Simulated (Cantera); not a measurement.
Source: NASA polynomial tables (part measured, part estimated), evaluated in Cantera. Values are per mole of reaction as written; species without (g) are pure solids or liquids, kept so even where they would boil at 1 bar.

3 Cl(g) + Al(g) → AlCl₃(g)

```json
[
 {"T (K)": "1475", "ΔH° (kJ)": "-1286.9", "ΔS° (J/K)": "-359.8", "ΔG° (kJ)": "-756.2", "log10 K": "26.78"},
 {"T (K)": "1500", "ΔH° (kJ)": "(withheld)", "ΔS° (J/K)": "(withheld)", "ΔG° (kJ)": "(withheld)", "log10 K": "(withheld)"},
 {"T (K)": "1525", "ΔH° (kJ)": "(withheld)", "ΔS° (J/K)": "(withheld)", "ΔG° (kJ)": "(withheld)", "log10 K": "(withheld)"},
 {"T (K)": "1550", "ΔH° (kJ)": "-1287.2", "ΔS° (J/K)": "-360.0", "ΔG° (kJ)": "-729.2", "log10 K": "24.57"},
 {"T (K)": "1575", "ΔH° (kJ)": "(withheld)", "ΔS° (J/K)": "(withheld)", "ΔG° (kJ)": "(withheld)", "log10 K": "(withheld)"}
]
```

What belongs in the gaps?


- 1500, ΔH° (kJ): -1287.0
- 1500, ΔS° (J/K): -359.9
- 1500, ΔG° (kJ): -747.2
- 1500, log10 K: 26.02
- 1525, ΔH° (kJ): -1287.1
- 1525, ΔS° (J/K): -359.9
- 1525, ΔG° (kJ): -738.2
- 1525, log10 K: 25.28
- 1575, ΔH° (kJ): -1287.2
- 1575, ΔS° (J/K): -360.0
- 1575, ΔG° (kJ): -720.2
- 1575, log10 K: 23.89
